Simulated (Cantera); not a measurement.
A Cantera script and what it prints.

```python
import numpy as np
import cantera as ct

gas_names = """
    H HI HO2 H2 H2O H2O2 I I2 Mg MgH MgI MgI2 MgO MgOH MgO2H2 Mg2 O OH O2 O3
""".split()
cond_names = """
    H2O(s) H2O(L) I2(cr) I2(L) Mg(cr) Mg(L) MgI2(s) MgI2(L) MgO(s) MgO(L) MgO2H2(s)
""".split()


# ... load() reads the species with a 1 bar reference pressure and builds the phases ...
atoms = {
    'MgO': {'Mg': 1, 'O': 1},
    'I2': {'I': 2},
    'H2': {'H': 2},
}
top_T = {}  # K; cautious upper limits of use, not melting points


# ... equilibrate(T, P, feed) seeds the gas with the atoms and calls Mixture.equilibrate('TP', solver="vcs", rtol=1e-11, max_steps=5000) ...
results = []
T = 1423.15  # K
P = 8700  # Pa
for m in [1.2, 1.5, 1.7, 2, 2.3, 2.7, 3.2, 3.7, 4.3, 5, 5.9, 6.8]:
    feed = {'MgO': 1, 'I2': 0.016, 'H2': m}  # mol
    mix = equilibrate(T, P, feed)
    results.append((T, P, feed, dict(zip(mix.species_names, mix.species_moles))))
    x = sorted(zip(gas.X, gas.species_names), reverse=True)
    print(f"T = {T:g} K  P = {P:g} Pa  n(H2) = {m:g} mol  gas = {mix.phase_moles(0):.4g} mol")
    print("   x: " + "  ".join(f"{s} {v:.3e}" for v, s in x if v > 1e-05))
    print("   condensed (mol): " + ("  ".join(f"{mix.phase(i).name} {mix.phase_moles(i):.4g}"
          for i in range(1, mix.n_phases) if mix.phase_moles(i) > 1e-12) or "none"))
```

Result:

```
T = 1423.15 K  P = 8700 Pa  n(H2) = 1.2 mol  gas = 1.222 mol
   x: H2 9.738e-01  HI 1.403e-02  I 1.007e-02  H2O 1.041e-03  MgI2 1.020e-03  H 2.227e-05  MgI 1.944e-05  I2 1.142e-05
   condensed (mol): MgO(s) 0.9987
T = 1423.15 K  P = 8700 Pa  n(H2) = 1.5 mol  gas = 1.522 mol
   x: H2 9.789e-01  HI 1.128e-02  I 8.075e-03  H2O 8.389e-04  MgI2 8.178e-04  H 2.233e-05  MgI 1.944e-05
   condensed (mol): MgO(s) 0.9987
T = 1423.15 K  P = 8700 Pa  n(H2) = 1.7 mol  gas = 1.722 mol
   x: H2 9.814e-01  HI 9.974e-03  I 7.132e-03  H2O 7.432e-04  MgI2 7.219e-04  H 2.235e-05  MgI 1.943e-05
   condensed (mol): MgO(s) 0.9987
T = 1423.15 K  P = 8700 Pa  n(H2) = 2 mol  gas = 2.022 mol
   x: H2 9.841e-01  HI 8.500e-03  I 6.070e-03  H2O 6.351e-04  MgI2 6.135e-04  H 2.238e-05  MgI 1.940e-05
   condensed (mol): MgO(s) 0.9987
T = 1423.15 K  P = 8700 Pa  n(H2) = 2.3 mol  gas = 2.322 mol
   x: H2 9.862e-01  HI 7.406e-03  I 5.283e-03  H2O 5.549e-04  MgI2 5.330e-04  H 2.241e-05  MgI 1.937e-05
   condensed (mol): MgO(s) 0.9987
T = 1423.15 K  P = 8700 Pa  n(H2) = 2.7 mol  gas = 2.722 mol
   x: H2 9.882e-01  HI 6.321e-03  I 4.504e-03  H2O 4.755e-04  MgI2 4.532e-04  H 2.243e-05  MgI 1.931e-05
   condensed (mol): MgO(s) 0.9987
T = 1423.15 K  P = 8700 Pa  n(H2) = 3.2 mol  gas = 3.222 mol
   x: H2 9.900e-01  HI 5.343e-03  I 3.804e-03  H2O 4.039e-04  MgI2 3.812e-04  H 2.245e-05  MgI 1.924e-05
   condensed (mol): MgO(s) 0.9987
T = 1423.15 K  P = 8700 Pa  n(H2) = 3.7 mol  gas = 3.722 mol
   x: H2 9.914e-01  HI 4.627e-03  I 3.292e-03  H2O 3.516e-04  MgI2 3.284e-04  H 2.247e-05  MgI 1.915e-05
   condensed (mol): MgO(s) 0.9987
T = 1423.15 K  P = 8700 Pa  n(H2) = 4.3 mol  gas = 4.322 mol
   x: H2 9.925e-01  HI 3.986e-03  I 2.834e-03  H2O 3.048e-04  MgI2 2.812e-04  H 2.248e-05  MgI 1.904e-05
   condensed (mol): MgO(s) 0.9987
T = 1423.15 K  P = 8700 Pa  n(H2) = 5 mol  gas = 5.022 mol
   x: H2 9.936e-01  HI 3.432e-03  I 2.439e-03  H2O 2.645e-04  MgI2 2.402e-04  H 2.249e-05  MgI 1.891e-05
   condensed (mol): MgO(s) 0.9987
T = 1423.15 K  P = 8700 Pa  n(H2) = 5.9 mol  gas = 5.922 mol
   x: H2 9.945e-01  HI 2.912e-03  I 2.068e-03  H2O 2.267e-04  MgI2 2.017e-04  H 2.250e-05  MgI 1.872e-05
   condensed (mol): MgO(s) 0.9987
T = 1423.15 K  P = 8700 Pa  n(H2) = 6.8 mol  gas = 6.822 mol
   x: H2 9.953e-01  HI 2.529e-03  I 1.796e-03  H2O 1.990e-04  MgI2 1.734e-04  H 2.251e-05  MgI 1.853e-05
   condensed (mol): MgO(s) 0.9986
```

Method: chemical equilibrium by Gibbs-energy minimisation in Cantera with the NASA 1993 tables (ideal gas, pure condensed phases).
